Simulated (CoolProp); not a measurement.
Values from CoolProp's reference Helmholtz-energy equation of state, Gao 2016.

Problem. Give the vapour pressure (MPa), liquid density (kg/m³), enthalpy of vaporisation (kJ/kg), liquid cp (kJ/(kg K)) of saturated sulfur dioxide at 255.9 K.

Solution. 
```tsv
T (K)	p (MPa)	liquid density (kg/m³)	enthalpy of vaporisation (kJ/kg)	liquid cp (kJ/(kg K))
255.9	0.0725	1480	396	1.36
```
